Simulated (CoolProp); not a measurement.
Vapour-liquid equilibrium of ethylbenzene (1) + n-nonane (2) at 61.55 °C; x and y are mole fractions of (1).

Model: multi-fluid Helmholtz-energy mixture model, Zhou 2012 and Lemmon 2006; pair parameters Bell 2016, in CoolProp.

```tsv
x	bubble pressure (kPa)	y at the bubble point	dew pressure at overall composition x (kPa)	liquid density (mol/L)
0.05	___	0.109	4.411	5.427
0.15	5.122	0.286	4.689	5.609
0.25	5.625	0.422	5.000	5.803
0.35	6.075	0.529	5.350	___
0.45	6.473	___	5.740	___
0.55	6.822	0.693	6.169	6.474
0.65	7.129	0.761	6.625	6.732
0.75	7.398	0.825	7.082	7.012
0.85	7.633	0.891	7.491	7.315
0.95	___	0.961	7.804	7.644
```

What belongs in the gaps?


- 0.05, bubble pressure (kPa): 4.572
- 0.35, liquid density (mol/L): 6.011
- 0.45, y at the bubble point: 0.617
- 0.45, liquid density (mol/L): 6.234
- 0.95, bubble pressure (kPa): 7.833

No azeotrope shows between x = 0.05 and 0.95.

The pair parameters rest on a limited set of measurements; away from them the model extrapolates.
